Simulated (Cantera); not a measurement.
A Cantera script and what it prints.

```python
import numpy as np
import cantera as ct

gas_names = """
    Cr CrO CrO2 CrO3 H HO2 H2 H2O H2O2 O OH O2 O3
""".split()
cond_names = """
    Cr(cr) Cr(L) Cr2O3(s) Cr2O3(L) H2O(s) H2O(L)
""".split()


# ... load() reads the species with a 1 bar reference pressure and builds the phases ...
atoms = {
    'Cr': {'Cr': 1},
    'H2O': {'H': 2, 'O': 1},
    'H2': {'H': 2},
}
top_T = {}  # K; cautious upper limits of use, not melting points


# ... equilibrate(T, P, feed) seeds the gas with the atoms and calls Mixture.equilibrate('TP', solver="vcs", rtol=1e-11, max_steps=5000) ...
results = []
P = 80  # Pa
for T in [800, 950, 1100, 1250, 1400, 1550, 1700, 1850, 2000, 2150, 2300, 2450, 2600, 2750]:
    for m in [5.9, 10, 19, 33, 59, 100, 190]:
        feed = {'Cr': 1, 'H2O': 0.077, 'H2': m}  # mol
        mix = equilibrate(T, P, feed)
        results.append((T, P, feed, dict(zip(mix.species_names, mix.species_moles))))

for T, P, feed, n in results:
    print(f"{T:7g} {feed['H2']:10.4g}  " + (" + ".join(c for c in cond_names if n.get(c, 0) > 1e-12) or "gas only"))
```

Output:

```
    800        5.9  Cr(cr) + Cr2O3(s)
    800         10  Cr(cr) + Cr2O3(s)
    800         19  Cr(cr) + Cr2O3(s)
    800         33  Cr(cr) + Cr2O3(s)
    800         59  Cr(cr) + Cr2O3(s)
    800        100  Cr(cr) + Cr2O3(s)
    800        190  Cr(cr) + Cr2O3(s)
    950        5.9  Cr(cr) + Cr2O3(s)
    950         10  Cr(cr) + Cr2O3(s)
    950         19  Cr(cr) + Cr2O3(s)
    950         33  Cr(cr) + Cr2O3(s)
    950         59  Cr(cr) + Cr2O3(s)
    950        100  Cr(cr) + Cr2O3(s)
    950        190  Cr(cr) + Cr2O3(s)
   1100        5.9  Cr(cr) + Cr2O3(s)
   1100         10  Cr(cr) + Cr2O3(s)
   1100         19  Cr(cr) + Cr2O3(s)
   1100         33  Cr(cr) + Cr2O3(s)
   1100         59  Cr(cr) + Cr2O3(s)
   1100        100  Cr(cr) + Cr2O3(s)
   1100        190  Cr(cr) + Cr2O3(s)
   1250        5.9  Cr(cr) + Cr2O3(s)
   1250         10  Cr(cr) + Cr2O3(s)
   1250         19  Cr(cr) + Cr2O3(s)
   1250         33  Cr(cr) + Cr2O3(s)
   1250         59  Cr(cr) + Cr2O3(s)
   1250        100  Cr(cr) + Cr2O3(s)
   1250        190  Cr(cr) + Cr2O3(s)
   1400        5.9  Cr(cr) + Cr2O3(s)
   1400         10  Cr(cr) + Cr2O3(s)
   1400         19  Cr(cr) + Cr2O3(s)
   1400         33  Cr(cr) + Cr2O3(s)
   1400         59  Cr(cr) + Cr2O3(s)
   1400        100  Cr(cr) + Cr2O3(s)
   1400        190  Cr(cr)
   1550        5.9  Cr(cr) + Cr2O3(s)
   1550         10  Cr(cr) + Cr2O3(s)
   1550         19  Cr(cr) + Cr2O3(s)
   1550         33  Cr(cr) + Cr2O3(s)
   1550         59  Cr(cr)
   1550        100  Cr(cr)
   1550        190  Cr(cr)
   1700        5.9  Cr(cr) + Cr2O3(s)
   1700         10  Cr(cr) + Cr2O3(s)
   1700         19  Cr(cr) + Cr2O3(s)
   1700         33  Cr(cr)
   1700         59  gas only
   1700        100  gas only
   1700        190  gas only
   1850        5.9  Cr2O3(s)
   1850         10  gas only
   1850         19  gas only
   1850         33  gas only
   1850         59  gas only
   1850        100  gas only
   1850        190  gas only
   2000        5.9  gas only
   2000         10  gas only
   2000         19  gas only
   2000         33  gas only
   2000         59  gas only
   2000        100  gas only
   2000        190  gas only
   2150        5.9  gas only
   2150         10  gas only
   2150         19  gas only
   2150         33  gas only
   2150         59  gas only
   2150        100  gas only
   2150        190  gas only
   2300        5.9  gas only
   2300         10  gas only
   2300         19  gas only
   2300         33  gas only
   2300         59  gas only
   2300        100  gas only
   2300        190  gas only
   2450        5.9  gas only
   2450         10  gas only
   2450         19  gas only
   2450         33  gas only
   2450         59  gas only
   2450        100  gas only
   2450        190  gas only
   2600        5.9  gas only
   2600         10  gas only
   2600         19  gas only
   2600         33  gas only
   2600         59  gas only
   2600        100  gas only
   2600        190  gas only
   2750        5.9  gas only
   2750         10  gas only
   2750         19  gas only
   2750         33  gas only
   2750         59  gas only
   2750        100  gas only
   2750        190  gas only
```

Equilibrium computed with Cantera from the NASA thermochemical tables; the gas is ideal and each condensed phase is pure. Mutual solubility and eutectic melting of coexisting phases are not modelled.
